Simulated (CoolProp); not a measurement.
Vapour pressure (bar) of hydrogen sulfide: the reference equation beside estimates from Tc = 100.0 °C, pc = 89.99 bar, ω = 0.101.

Model: reference Helmholtz-energy equation of state, Lemmon 2006, in CoolProp. It is a short technical equation, of lower accuracy than the large ones.

```csv
T (°C),reference,Lee-Kesler,van der Waals,Soave-Redlich-Kwong
-41.75,2.386,2.369,9.440,2.366
-35.55,3.073,3.057,10.93,3.053
-29.35,3.903,3.889,12.58,3.884
-23.25,4.876,4.865,14.35,4.859
-17.05,6.042,6.036,16.31,6.031
-10.85,7.405,7.405,18.44,7.404
-4.65,8.985,8.992,20.74,8.998
1.45,10.77,10.78,23.19,10.80
7.65,12.84,12.86,25.85,12.90
13.85,15.19,15.21,28.70,15.28
19.95,17.79,17.82,31.70,17.92
26.15,20.75,20.78,34.94,20.93
32.35,24.05,24.07,38.38,24.29
38.55,27.71,27.73,42.03,28.02
```

Absolute difference from the reference over all 14 rows, mean and median: Lee-Kesler 0.2 and 0.1 %, van der Waals 141.5 and 123.1 %, Soave-Redlich-Kwong 0.6 and 0.5 %.
